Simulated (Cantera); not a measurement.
Thermodynamics of boron, boron nitride and boron oxide, feed BF3 + NH3 + H2

Feed: 1 mol BF3, 4 mol NH3, 120 mol H2.

These are equilibrium values from Cantera (NASA tables, ideal gas, pure condensed phases), not measurements of a reactor. Candidate condensed phases: B, BN; 31 gas species. The tables' values for BF2 are old estimates. Equilibrium is a limit: real reactors are often held back by kinetics, nucleation or transport.

**Question.** Map the stable condensed phases over T = 550, 700, 850, 1000, 1150, 1300, 1450, 1600, 1750, 1900, 2050, 2200 °C and P in Pa = 10, 46, 220, 1000, 4600, 22000, 100000.

**Answer.** 
```
T in °C \ P in Pa
             10     46    220   1000   4600  22000 100000
   2200       A      A      A      A      A      A      A
   2050       A      A      A      A      A      A      A
   1900       A      A      A      A      A      A      A
   1750       A      A      A      A      A      A      B
   1600       A      A      A      A      A      B      B
   1450       A      A      A      A      B      B      B
   1300       A      A      B      B      B      B      B
   1150       B      B      B      B      B      B      B
   1000       B      B      B      B      B      B      B
    850       B      B      B      B      B      B      B
    700       B      B      B      B      B      B      B
    550       B      B      B      B      B      B      B
```
A: gas only; B: BN.
